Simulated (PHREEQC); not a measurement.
3.7 g of hydrous ferric oxide (600 m²/g; 0.2 weak and 0.005 strong sites per Fe, Dzombak-Morel constants, diffuse double layer) in 1 kg of water with 0.1 mol/kgw of an inert sodium salt and 0.0017 mol ZnCl2 and 8e-05 mol PbCl2, at 25 °C; the pH is set by adding NaOH or the inert anion's acid. O2 is buffered at 0.21 atm. The system is closed to CO2. No solid was allowed to form.

Base run: PHREEQC, ion-association model, wateq4f.dat. Each further column changes one thing. The table gives Zn sorbed (%).

```json
[
 {"pH": "3", "base": "0.0", "no electrostatic term (-no_edl)": "0.0", "background salt from 0.1 to 0.01 mol/kgw": "0.0", "oxide from 3.7 to 18 g/kgw": "0.0", "0.0026 mol/kgw CuCl2 added": "0.0"},
 {"pH": "3.75", "base": "0.1", "no electrostatic term (-no_edl)": "0.1", "background salt from 0.1 to 0.01 mol/kgw": "0.1", "oxide from 3.7 to 18 g/kgw": "0.5", "0.0026 mol/kgw CuCl2 added": "0.0"},
 {"pH": "4.12", "base": "0.4", "no electrostatic term (-no_edl)": "0.5", "background salt from 0.1 to 0.01 mol/kgw": "0.4", "oxide from 3.7 to 18 g/kgw": "2.6", "0.0026 mol/kgw CuCl2 added": "0.1"},
 {"pH": "4.88", "base": "4.6", "no electrostatic term (-no_edl)": "5.8", "background salt from 0.1 to 0.01 mol/kgw": "4.6", "oxide from 3.7 to 18 g/kgw": "27.6", "0.0026 mol/kgw CuCl2 added": "0.7"},
 {"pH": "5.25", "base": "8.8", "no electrostatic term (-no_edl)": "11.6", "background salt from 0.1 to 0.01 mol/kgw": "8.7", "oxide from 3.7 to 18 g/kgw": "47.6", "0.0026 mol/kgw CuCl2 added": "2.2"},
 {"pH": "6", "base": "38.0", "no electrostatic term (-no_edl)": "62.6", "background salt from 0.1 to 0.01 mol/kgw": "36.4", "oxide from 3.7 to 18 g/kgw": "86.6", "0.0026 mol/kgw CuCl2 added": "20.7"},
 {"pH": "6.75", "base": "87.3", "no electrostatic term (-no_edl)": "97.4", "background salt from 0.1 to 0.01 mol/kgw": "86.2", "oxide from 3.7 to 18 g/kgw": "99.1", "0.0026 mol/kgw CuCl2 added": "64.3"},
 {"pH": "7.12", "base": "96.2", "no electrostatic term (-no_edl)": "99.4", "background salt from 0.1 to 0.01 mol/kgw": "96.1", "oxide from 3.7 to 18 g/kgw": "99.8", "0.0026 mol/kgw CuCl2 added": "81.2"},
 {"pH": "7.88", "base": "99.8", "no electrostatic term (-no_edl)": "99.9", "background salt from 0.1 to 0.01 mol/kgw": "99.8", "oxide from 3.7 to 18 g/kgw": "100.0", "0.0026 mol/kgw CuCl2 added": "96.5"},
 {"pH": "8.25", "base": "99.9", "no electrostatic term (-no_edl)": "100.0", "background salt from 0.1 to 0.01 mol/kgw": "100.0", "oxide from 3.7 to 18 g/kgw": "100.0", "0.0026 mol/kgw CuCl2 added": "98.4"},
 {"pH": "9", "base": "100.0", "no electrostatic term (-no_edl)": "100.0", "background salt from 0.1 to 0.01 mol/kgw": "100.0", "oxide from 3.7 to 18 g/kgw": "100.0", "0.0026 mol/kgw CuCl2 added": "99.0"}
]
```

The oxide is taken as insoluble; below pH 4 it would dissolve. In at least one series the solution becomes supersaturated in solids that the run did not let form, among them Cu(OH)2, Atacamite, Zn(OH)2-e. The database's constant for dissolved Cu(OH)2 is higher than later reviews accept.
